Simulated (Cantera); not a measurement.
Charge: 1 mol Fe, 0.046 mol HCl, 7 mol H2, equilibrated at 1323 K and 0.133 bar.

Equilibrium computed with Cantera from the NASA thermochemical tables; the gas is ideal and each condensed phase is pure. Candidate condensed phases: Fe, FeCl2, FeCl3; 11 gas species. Rates play no part.

Base state: H2 0.993, HCl 0.00648, FeCl2 2.20e-5 (mole fractions); condensed: Fe(γ).

**Question.** What changes in the equilibrium state with this change: Fe replaced by Fe3O4?

**Answer.** 
```json
[
 {"species": "H2", "before": "0.993", "after": "0.742"},
 {"species": "H2O", "before": "0", "after": "0.252"},
 {"species": "HCl", "before": "0.00648", "after": "0.00647"},
 {"species": "FeCl2", "before": "2.20e-5", "after": "2.94e-5"},
 {"species": "Fe(γ), mol", "before": "1.000", "after": "0.772"},
 {"species": "FeO(s), mol", "before": "0", "after": "2.23"}
]
```
Mutual solubility and eutectic melting of coexisting phases are not modelled. The tables' stoichiometric FeO is somewhat more stable than real wüstite, so its field is too wide. FeO: taken at fixed stoichiometry. Further candidate phases: FeO, Fe(OH)2, Fe(OH)3, Fe2O3, Fe3O4, H2O.

**Question.** What changes in the equilibrium state with this change: H2 from 7 to 0.65 mol?

**Answer.** 
```json
[
 {"species": "H2", "before": "0.993", "after": "0.936"},
 {"species": "HCl", "before": "0.00648", "after": "0.0618"},
 {"species": "FeCl2", "before": "2.20e-5", "after": "0.00213"},
 {"species": "Fe(γ), mol", "before": "1.000", "after": "0.999"}
]
```
